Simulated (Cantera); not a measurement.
A closed system holds: 1 mol SiCl₄, 7.8 mol N₂O, 2.8 mol H₂, equilibrated at 15.0 Torr.

Equilibrium computed with Cantera from the NASA thermochemical tables; the gas is ideal and each condensed phase is pure. Candidate condensed phases: H₂O, NH₄Cl, Si, SiO₂, Si₂N₂O, Si₃N₄; 47 gas species. The tables hold silica as quartz up to 1696 K and as liquid above; real silica turns to tridymite and cristobalite and melts near 1996 K. Rates play no part.

Question: At 1300 K, list the 5 most abundant gas species with their mole fractions, and the condensed phases.

Answer: N₂ 0.517, HCl 0.252, O₂ 0.162, H₂O 0.0597, Cl 0.00551. Condensed: SiO₂(β-quartz).
